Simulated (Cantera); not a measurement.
A perfectly stirred reactor is fed with H₂ : O₂ : N₂ : H₂O = 1 : 1.04 : 3.92 : 0.19 (molar parts), at 14.0 bar; it is adiabatic with a 650 K inlet, and is followed from long to short residence time, starting on the burning branch (τ in s: 0.1, 0.032, 0.0099, 0.0031, 0.00095, 0.0003, 9.2e-05, 2.8e-05, 8.8e-06).

Computed with Cantera and the H2/O2 subset of GRI-Mech 3.0, which has no nitrogen chemistry. The hydrogen kinetics of GRI-Mech 3.0 are dated; newer H2 mechanisms differ, most at raised pressure. The pressure lies above the range GRI-Mech 3.0 was tuned for (to about 10 atm).

x: mole fraction; the columns are a selection and need not sum to one.

```tsv
τ (s)	T (K)	x H₂	x O₂	x H₂O	x HO₂	x H₂O₂	x O	x OH
0.10	1851	2.32e-5	0.0954	0.210	2.48e-6	2.81e-7	1.75e-5	0.000597
0.032	1851	3.78e-5	0.0954	0.210	2.84e-6	3.10e-7	2.01e-5	0.000635
0.0099	1850	7.77e-5	0.0954	0.210	3.91e-6	3.88e-7	2.75e-5	…
0.0031	1849	0.000172	0.0954	0.210	6.73e-6	5.62e-7	4.53e-5	…
0.00095	1846	0.000392	0.0954	0.209	1.38e-5	8.99e-7	8.64e-5	…
0.00030	1840	0.000871	0.0954	0.209	2.95e-5	1.46e-6	0.000173	…
9.2e-5	1828	0.00197	0.0956	0.207	6.49e-5	2.36e-6	0.000362	…
2.8e-5	1804	0.00449	0.0963	0.204	0.000140	3.75e-6	0.000749	…
8.8e-6	1752	0.0104	0.0985	0.196	0.000282	5.90e-6	0.00139	…
```

Problem. What belongs in the gaps?

Solution. 
- 0.0099, x OH: 0.000731
- 0.0031, x OH: 0.000919
- 0.00095, x OH: 0.00123
- 0.00030, x OH: 0.00166
- 9.2e-5, x OH: 0.00225
- 2.8e-5, x OH: 0.00296
- 8.8e-6, x OH: 0.00358
